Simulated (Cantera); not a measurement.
Mixture: 7.84 % CH₄, 19.4 % O₂, 72.8 % N₂, equivalence ratio 0.81, at 1.01 bar, adiabatic and at constant volume. Ignition delay is the time to a rise of 400 K.

Cantera simulation using GRI-Mech 3.0 (53 species, 325 reactions); the numbers are that mechanism's predictions, not measurements.

Predict: delay at 1200 K; delay at 1275 K; delay at 1350 K; delay at 1425 K; delay at 1500 K; apparent activation energy between 1350 and 1500 K.


| Quantity | Value |
|---|---|
| delay at 1200 K | 38.9 ms |
| delay at 1275 K | 13.8 ms |
| delay at 1350 K | 5.31 ms |
| delay at 1425 K | 2.23 ms |
| delay at 1500 K | 1.02 ms |
| apparent activation energy between 1350 and 1500 K | 190 kJ/mol |
